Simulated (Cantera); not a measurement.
## Low-pressure radical oxidation in H2/O2

An isothermal, constant-pressure homogeneous reactor starts with 63.0 % H2, 37.0 % O2, equivalence ratio 0.85, at 1023 K and 2670 Pa.

Detailed kinetics in Cantera: the H2/O2 subset of GRI-Mech 3.0, which has no nitrogen chemistry. Radical loss at walls, strong at low pressure, is not modelled. The temperature is held fixed by assumption; the heat of reaction is taken as removed at once.

```
t (s)         x H2    x O2       x O      x OH     x HO2
--------  --------  ------  --------  --------  --------
8.00e-6      0.630   0.370  1.58e-12  1.09e-12  6.70e-11
2.70e-5      0.630   0.370  1.42e-11  6.76e-12  2.27e-10
9.12e-5      0.630   0.370  1.08e-10  4.15e-11  7.72e-10
0.000308     0.630   0.370   1.79e-9  6.55e-10   2.85e-9
0.00104      0.630   0.370   3.76e-6   1.37e-6   6.47e-7
0.00351     0.0635   0.128    0.0157   0.00595   1.68e-5
0.0118     0.00882  0.0849   0.00108   0.00156   1.36e-5
0.0400    0.000671  0.0813   6.10e-5  0.000331   6.21e-6
0.135      5.31e-5  0.0811   4.90e-6   9.78e-5   9.50e-7
0.456      4.91e-6  0.0811   6.13e-7   3.55e-5   1.17e-7
1.54       7.03e-7  0.0811   1.15e-7   1.54e-5   2.06e-8
5.20       1.50e-7  0.0811   2.76e-8   7.54e-6   4.93e-9
17.5       3.86e-8  0.0811   7.48e-9   3.92e-6   1.49e-9
59.2       1.12e-8  0.0811   2.19e-9   2.12e-6  7.42e-10
200        4.40e-9  0.0811  7.86e-10   1.27e-6  7.32e-10
```
x: mole fraction; the columns are a selection and need not sum to one.

Equilibrium at this temperature and pressure: H2 3.40e-9, O2 0.0811, O 5.47e-10, OH 1.06e-6, HO2 8.00e-10 (gas phase only).
